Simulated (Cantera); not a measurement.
**Iron carbonyl, mercury and lead vapours: Pb + CO + H2**

Input: 1 mol Pb, 0.65 mol CO, 0.3 mol H2, at 1.33 mbar.

Equilibrium computed with Cantera from the NASA thermochemical tables; the gas is ideal and each condensed phase is pure. Candidate condensed phases: C, C6H6, C7H8, C8H18, H2O, Pb, PbO, PbO2, Pb3O4; 113 gas species. The numbers say what is thermodynamically allowed, not how fast it happens.

```csv
T (K),log p CO,log p Pb,log p H2,log p CO2,n C(graphite),n Pb(l)
798,-3.09,-7.24,-3.36,-4.15,0.0530,1.000
848,-3.05,-6.52,-3.37,-4.75,0.0145,1.000
898,-3.04,-5.89,-3.38,-5.32,0.00406,0.999
948,-3.04,-5.32,-3.38,-5.84,0.00127,0.997
998,-3.05,-4.81,-3.38,-6.32,0.000444,0.989
1048,-3.05,-4.35,-3.39,-6.76,0.000169,0.967
1098,-3.08,-3.93,-3.42,-7.20,6.81e-5,0.909
1148,-3.14,-3.55,-3.48,-7.68,0,0.747
1198,-3.31,-3.20,-3.65,-8.34,0,0.165
1248,-3.35,-3.17,-3.69,-8.71,0,0
1298,-3.35,-3.17,-3.69,-8.98,0,0
1348,-3.35,-3.17,-3.69,-9.23,0,0
1398,-3.35,-3.17,-3.69,-9.38,0,0
```
log p: log10 of the partial pressure in bar; n: condensed amount in mol.

From 798 K to 1098 K the condensed part is C(graphite) + Pb(l). From 1148 K to 1198 K the condensed part is Pb(l). From 1248 K to 1398 K nothing is condensed. The main Pb-bearing gas is Pb throughout.
